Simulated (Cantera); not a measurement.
**Ignition delay**

Mixture: C3H8 : O2 : N2 = 1 : 2.27 : 15.2 (molar parts), at 0.730 atm, adiabatic and at constant volume. Ignition delay is the time to a rise of 400 K.

Computed with Cantera and GRI-Mech 3.0 (53 species, 325 reactions). GRI-Mech 3.0 was tuned for natural gas; its chemistry of propane as a main component is partial and can be far from experiment.

```csv
T0 (K),delay (ms)
1175,16.5
1225,6.04
1275,2.46
1325,1.11
1375,0.555
1425,0.303
```

The apparent activation energy between 1325 and 1425 K comes out as 200 kJ/mol.
